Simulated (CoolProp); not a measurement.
Hexamethyldisiloxane (MM) along the isobar 2090 kPa: fugacity coefficient from the reference equation and from simpler models built on Tc = 518.7 K, pc = 1931 kPa, ω = 0.418; each cubic takes its own stable root.

The numbers come from the reference Helmholtz-energy equation of state, Thol 2016 in CoolProp.

```tsv
T (K)	phase	reference
517.4	liquid	0.6043
523.5	supercritical	0.6347
529.6	supercritical	0.6555
535.6	supercritical	0.6720
541.7	supercritical	0.6870
547.8	supercritical	0.7008
553.8	supercritical	0.7134
559.9	supercritical	0.7253
566	supercritical	0.7366
572	supercritical	0.7471
578.1	supercritical	0.7573
584.2	supercritical	0.7669
590.2	supercritical	0.7759
596.3	supercritical	0.7846
602.4	supercritical	0.7930
```

### Question
How far does each simpler model (Redlich-Kwong, Peng-Robinson) lie from the reference over these 15 states: mean and median of the absolute difference, and the worst?

### Answer
- Redlich-Kwong: mean 1.2 %, median 1.1 %, worst +3.1 % at 517.4 K and 2090 kPa
- Peng-Robinson: mean 1.3 %, median 1.4 %, worst -1.5 % at 541.7 K and 2090 kPa
